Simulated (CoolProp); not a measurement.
Vapour-liquid equilibrium of n-pentane (1) + cyclohexane (2) at 4.39 bar; x and y are mole fractions of (1).

Model: multi-fluid Helmholtz-energy mixture model, Thol 2019 and Zhou 2014; pair parameters Bell 2016, in CoolProp.

```
x     bubble temperature (°C)  y at the bubble point  dew temperature at overall composition x (°C)  liquid density (mol/L)
----  -----------------------  ---------------------  ---------------------------------------------  ----------------------
0.05                    134.1                  0.130                                          137.0                   7.826
0.2                     122.3                  0.419                                          131.5                   7.858
0.35                    113.0                  0.608                                          125.3                   7.859
0.5                     105.5                  0.741                                          118.5                   7.837
0.65                     99.1                  0.840                                          110.7                   7.800
0.8                      93.6                  0.918                                          101.7                   7.750
0.95                     88.6                  0.981                                           91.1                   7.690
```

No azeotrope shows between x = 0.05 and 0.95.

The pair parameters rest on a limited set of measurements; away from them the model extrapolates.
